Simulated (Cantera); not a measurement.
Charge: 1 mol Cu, 7.7 mol CO2, 2.6 mol N2, at 1798 K and 13.3 mbar.

Equilibrium computed with Cantera from the NASA thermochemical tables; the gas is ideal and each condensed phase is pure. Candidate condensed phases: C, Cu, CuO, Cu2O; 27 gas species. Equilibrium is a limit: real reactors are often held back by kinetics, nucleation or transport.

Base state: CO2 0.698, N2 0.240, Cu 0.0397, CO 0.0146, O2 0.00700, NO 0.000416, O 8.65e-5, Cu2 7.54e-5 (mole fractions); condensed: Cu(l).

What changes in the equilibrium state with this change: temperature from 1798 K to 1048 K?


| species | before | after |
|---|---|---|
| CO2 | 0.698 | 0.748 |
| N2 | 0.240 | 0.252 |
| CO | 0.0146 | 8.37e-6 |
| Cu | 0.0397 | 7.34e-9 |
| O2 | 0.00700 | 4.98e-8 |
| O | 8.65e-5 | <1e-9 |
| Cu2 | 7.54e-5 | <1e-9 |
| Cu(l), mol | 0.569 | 0 |
| Cu(s), mol | 0 | 1.000 |
| Cu2O(s), mol | 0 | 8.51e-5 |
Mutual solubility and eutectic melting of coexisting phases are not modelled.
